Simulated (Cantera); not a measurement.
# Thermodynamics of hydrogen reduction and annealing atmospheres, feed FeS2 + H2 + N2

Input: 1 mol FeS2, 1400 mol H2, 7 mol N2, equilibrated at 31.0 Pa.

Equilibrium computed with Cantera from the NASA thermochemical tables; the gas is ideal and each condensed phase is pure. Candidate condensed phases: Fe, FeS, FeS2, S; 16 gas species. FeS: taken at fixed stoichiometry. Gases not in the tables: S3 to S7. Equilibrium is a limit: real reactors are often held back by kinetics, nucleation or transport.

```json
[
 {"T (K)": "1000", "log p H2": "-3.51", "log p H": "-10.40", "log p N2": "-5.81", "log p H2S": "-6.47", "log p S": "-13.25", "n Fe(α)": "0.540", "n FeS(s)": "0.460", "n Fe(γ)": "0"},
 {"T (K)": "1200", "log p H2": "-3.51", "log p H": "-8.46", "log p N2": "-5.81", "log p H2S": "-6.37", "log p S": "-10.48", "n Fe(α)": "0", "n FeS(s)": "0", "n Fe(γ)": "1.000"},
 {"T (K)": "1400", "log p H2": "-3.51", "log p H": "-7.07", "log p N2": "-5.81", "log p H2S": "-6.47", "log p S": "-8.67", "n Fe(α)": "0", "n FeS(s)": "0", "n Fe(γ)": "0.930"},
 {"T (K)": "1600", "log p H2": "-3.51", "log p H": "-6.02", "log p N2": "-5.81", "log p H2S": "-6.75", "log p S": "-7.52", "n Fe(α)": "0", "n FeS(s)": "0", "n Fe(γ)": "0"},
 {"T (K)": "1800", "log p H2": "-3.52", "log p H": "-5.21", "log p N2": "-5.82", "log p H2S": "-7.19", "log p S": "-6.84", "n Fe(α)": "0", "n FeS(s)": "0", "n Fe(γ)": "0"},
 {"T (K)": "2000", "log p H2": "-3.55", "log p H": "-4.56", "log p N2": "-5.83", "log p H2S": "-7.83", "log p S": "-6.55", "n Fe(α)": "0", "n FeS(s)": "0", "n Fe(γ)": "0"},
 {"T (K)": "2200", "log p H2": "-3.65", "log p H": "-4.07", "log p N2": "-5.88", "log p H2S": "-8.60", "log p S": "-6.49", "n Fe(α)": "0", "n FeS(s)": "0", "n Fe(γ)": "0"}
]
```
log p: log10 of the partial pressure in bar; n: condensed amount in mol.

At 1000 K the condensed part is Fe(α) + FeS(s). From 1200 K to 1400 K the condensed part is Fe(γ). From 1600 K to 2200 K nothing is condensed.
